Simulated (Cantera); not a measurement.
A Cantera script and what it prints.

```python
import numpy as np
import cantera as ct

gas_names = [...]  # 123 gases of nasa_gas.yaml made of C, H, O, Si
cond_names = """
    C(gr) C6H6(L) C7H8(L) C8H18(L),n-octa H2O(s) H2O(L) Si(cr) Si(L) SiC(b) SiO2(Lqz) SiO2(hqz) SiO2(L)
""".split()


# ... load() reads the species with a 1 bar reference pressure and builds the phases ...
atoms = {
    'TEOS': {'Si': 1, 'C': 8, 'H': 20, 'O': 4},
    'O2': {'O': 2},
    'H2': {'H': 2},
    'H2O': {'H': 2, 'O': 1},
}
top_T = {'C(gr)': 4500, 'SiC(b)': 3050}  # K; cautious upper limits of use, not melting points


# ... equilibrate(T, P, feed) seeds the gas with the atoms and calls Mixture.equilibrate('TP', solver="vcs", rtol=1e-11, max_steps=5000) ...
results = []
feed = {'TEOS': 1, 'O2': 0.4, 'H2': 2.3, 'H2O': 2.1}  # mol
P = 133.322  # Pa
for T in [950, 1050, 1150, 1250, 1350, 1450, 1550, 1650, 1750, 1850, 1950, 2050]:
    mix = equilibrate(T, P, feed)
    results.append((T, P, feed, dict(zip(mix.species_names, mix.species_moles))))

top = {s: max(r[3][s] / sum(r[3][g] for g in gas_names) for r in results) for s in gas_names}
cols = sorted((s for s in top if top[s] > 1e-06), key=lambda s: -top[s])[:8]
seen = [c for c in cond_names if any(r[3].get(c, 0) > 1e-12 for r in results)]
print("log10 of partial pressures in bar; condensed amounts in mol")
print(f"{'T/K':>10s}" + "".join(f"{s[:9]:>10s}" for s in cols + seen))
for T, P, feed, n in results:
    ng = sum(n[g] for g in gas_names)
    print(f"{T:10.4g}" + "".join(f"{np.log10(max(n[s] / ng * P / 1e5, 1e-99)):10.3f}" for s in cols)
          + "".join(f"{n.get(c, 0):10.4g}" for c in seen))
```

Output:

```
log10 of partial pressures in bar; condensed amounts in mol
       T/K        H2        CO         H        Si       SiO C2H2,acet       H2O      SiC2     C(gr)    SiC(b) SiO2(hqz)
       950    -3.002    -3.471   -10.756   -29.131   -16.313   -12.564    -6.503   -35.168     3.105         0         1
      1050    -3.002    -3.471    -9.592   -23.220   -12.711   -11.386    -7.214   -28.398       3.1         0         1
      1150    -3.002    -3.470    -8.628   -18.346    -9.745   -10.415    -7.802   -22.818       3.1         0         1
      1250    -3.002    -3.470    -7.817   -14.262    -7.262    -9.601    -8.295   -18.143     3.099         0    0.9992
      1350    -3.045    -3.365    -7.145   -12.120    -6.377    -8.952    -8.652   -15.500    0.1134    0.9933         0
      1450    -3.045    -3.365    -6.547   -10.737    -6.167    -8.357    -9.014   -13.687    0.1216    0.9891         0
      1550    -3.046    -3.366    -6.025    -9.534    -5.986    -7.840    -9.328   -12.112    0.1326    0.9835         0
      1650    -3.046    -3.367    -5.565    -8.478    -5.827    -7.387    -9.604   -10.731    0.1464    0.9761         0
      1750    -3.048    -3.368    -5.157    -7.544    -5.687    -6.988    -9.850    -9.511     0.163    0.9666         0
      1850    -3.052    -3.370    -4.795    -6.712    -5.565    -6.634   -10.072    -8.425    0.1834    0.9528         0
      1950    -3.060    -3.374    -4.471    -5.967    -5.457    -6.322   -10.276    -7.454    0.2155    0.9241         0
      2050    -3.075    -3.382    -4.182    -5.295    -5.364    -6.049   -10.472    -6.579    0.2966    0.8336         0
```

Cantera equilibrium calculation (NASA polynomials, part measured and part estimated; ideal gas, pure solids and liquids). The feed counts by its element totals alone. The tables hold silica as quartz up to 1696 K and as liquid above; real silica turns to tridymite and cristobalite and melts near 1996 K.
